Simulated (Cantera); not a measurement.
A perfectly stirred reactor is fed with 31.4 % H2, 14.3 % O2, 53.7 % N2, 0.566 % H2O, equivalence ratio 1.1, at 7500 Torr; it is adiabatic with a 575 K inlet, and is followed from long to short residence time, starting on the burning branch (τ in s: 0.055, 0.02, 0.0073, 0.0027, 0.00097, 0.00035, 0.00013, 4.7e-05, 1.7e-05, 6.2e-06).

Computed with Cantera and the H2/O2 subset of GRI-Mech 3.0, which has no nitrogen chemistry. The hydrogen kinetics of GRI-Mech 3.0 are dated; newer H2 mechanisms differ, most at raised pressure.

### Question
Predict: blow-out, bracketed by the residence times tried; x(H2) at τ = 55.0 ms; x(O2) at τ = 55.0 ms; x(H2O2) at τ = 55.0 ms; x(H2O) at τ = 55.0 ms; x(O) at τ = 55.0 ms; x(H2) at τ = 0.350 ms; x(O2) at τ = 0.350 ms; x(H2O2) at τ = 0.350 ms; x(H2O) at τ = 0.350 ms; x(O) at τ = 0.350 ms.

### Answer
```
Quantity                                                                          Result
------------------------------------------------  --------------------------------------
blow-out, bracketed by the residence times tried  burning at 6.20 µs, the shortest tried
x(H2) at τ = 55.0 ms                                                              0.0362
x(O2) at τ = 55.0 ms                                                            0.000858
x(H2O2) at τ = 55.0 ms                                                           2.73e-7
x(H2O) at τ = 55.0 ms                                                              0.331
x(O) at τ = 55.0 ms                                                             0.000229
x(H2) at τ = 0.350 ms                                                             0.0393
x(O2) at τ = 0.350 ms                                                            0.00220
x(H2O2) at τ = 0.350 ms                                                          5.37e-7
x(H2O) at τ = 0.350 ms                                                             0.325
x(O) at τ = 0.350 ms                                                            0.000489
```
